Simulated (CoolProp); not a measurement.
Vapour-liquid equilibrium of methane (1) + ethane (2) at 0.0791 MPa; x and y are mole fractions of (1).

Values from CoolProp's multi-fluid Helmholtz-energy mixture model, Setzmann 1991 and Bücker 2006; pair parameters Kunz 2012.

| x | bubble temperature (K) | y at the bubble point | dew temperature at overall composition x (K) | liquid density (mol/L) |
|---|---|---|---|---|
| 0.05 | 151.7 | 0.862 | 179.2 | 19.61 |
| 0.2 | 126.9 | 0.990 | 176.3 | 21.32 |
| 0.35 | 119.5 | 0.997 | 172.9 | 22.43 |
| 0.5 | 115.5 | 0.999 | 168.8 | 23.43 |
| 0.65 | 113.0 | 0.999 | 163.6 | 24.40 |
| 0.8 | 111.1 | 1.000 | 156.2 | 25.36 |
| 0.95 | 109.3 | 1.000 | 140.8 | 26.29 |

No azeotrope shows between x = 0.05 and 0.95.

Pair parameters are fitted to limited data, so mixtures are less certain than the pure fluids.
